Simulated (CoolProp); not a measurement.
Vapour-liquid equilibrium of ethane (1) + n-pentane (2) at 3.1 bar; x and y are mole fractions of (1).

The numbers come from the multi-fluid Helmholtz-energy mixture model, Bücker 2006 and Thol 2019; pair parameters Kunz 2012 in CoolProp.

Question: Give the bubble temperature and the first vapour's composition at x = 0.125, 0.425, 0.5. Is there an azeotrope?

Answer: x = 0.125: 3.3 °C, y = 0.910; x = 0.425: -43.0 °C, y = 0.995; x = 0.5: -47.6 °C, y = 0.997. No azeotrope shows between x = 0.05 and 0.95.

Pair parameters are fitted to limited data, so mixtures are less certain than the pure fluids. The gap from Raoult's law changes sign with composition, which may be real or a fault of the pair parameters; it wasn't checked against measurements.
